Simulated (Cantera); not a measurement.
An isothermal, constant-pressure homogeneous reactor starts with H₂ : O₂ = 0.022 : 1 (molar parts), at 900 K and 0.00760 bar.

Detailed kinetics in Cantera: the H2/O2 subset of GRI-Mech 3.0, which has no nitrogen chemistry. Radical loss at walls, strong at low pressure, is not modelled. Below about 950 K walls govern HO2 and H2O2 in real vessels.

One state of this run: x H₂ = 1.19e-9; x O₂ = 0.978; x H₂O₂ = 5.42e-10; x OH = 1.07e-6; x O = 7.44e-8. x: mole fraction; the columns are a selection and need not sum to one.

Task: Which value of t (s) does it belong to?
A) 0.000634
B) 1.46
C) 0.00837
D) 70.0

Result: D, 70.0
